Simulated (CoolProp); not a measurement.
Saturation properties of hydrogen chloride (Tc = 324.7 K, pc = 8.314 MPa, ω = 0.130).

Model: reference Helmholtz-energy equation of state, Thol 2018, in CoolProp.

```csv
T (K),p (MPa),liquid density (kg/m³),vapour density (kg/m³),enthalpy of vaporisation (kJ/kg)
233.4,0.7727,1063,16.39,386.5
243.7,1.098,1032,23.06,370.0
254,1.515,998.0,31.80,351.8
264.2,2.035,962.1,43.06,331.5
274.5,2.682,922.3,57.90,308.3
284.8,3.470,877.9,77.58,281.3
295.1,4.421,826.5,104.5,248.9
305.4,5.558,763.4,143.7,207.8
315.7,6.915,674.8,209.4,149.4
```

It boils at 188.2 K under 1 atm.
